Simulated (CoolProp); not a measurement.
Vapour pressure (bar) of CF4 (R14): the reference equation beside estimates from Tc = 227.4 K, pc = 37.62 bar, ω = 0.178. Clausius-Clapeyron is anchored at 139.2 K with a constant enthalpy of vaporisation of 12.10 kJ/mol.

Computed with CoolProp (reference Helmholtz-energy equation of state, Platzer 1990). This equation is an older, rougher fit; its heat capacities, sound speeds and derivatives of the liquid may be far off and weren't checked against measurements.

```
T (K)  reference  Lee-Kesler  Clausius-Clapeyron  Redlich-Kwong  Soave-Redlich-Kwong  Peng-Robinson
-----  ---------  ----------  ------------------  -------------  -------------------  -------------
130       0.3039  (withheld)              0.3128     (withheld)           (withheld)         0.3102
139.2     0.6555      0.6501              0.6555     (withheld)               0.6526         0.6639
148.3      1.262  (withheld)               1.245          1.757                1.264          1.272
157.5      2.246       2.262               2.209          3.007                2.261          2.257
166.6      3.708       3.748               3.660          4.778                3.750          3.724
175.8      5.816       5.887               5.782          7.218                5.905          5.845
184.9      8.671       8.770               8.691          10.38                8.830          8.727
194.1      12.49  (withheld)               12.62          14.42                12.75          12.60
```

Problem. Complete the blanks.

Solution. 
- 130, Lee-Kesler: 0.2979
- 130, Redlich-Kwong: 0.4552
- 130, Soave-Redlich-Kwong: 0.3005
- 139.2, Redlich-Kwong: 0.9480
- 148.3, Lee-Kesler: 1.263
- 194.1, Lee-Kesler: 12.61

Absolute difference from the reference over all 8 rows, mean and median: Lee-Kesler 1.0 and 1.0 %, Clausius-Clapeyron 1.1 and 1.2 %, Redlich-Kwong 32.0 and 31.4 %, Soave-Redlich-Kwong 1.1 and 1.1 %, Peng-Robinson 0.9 and 0.7 %.
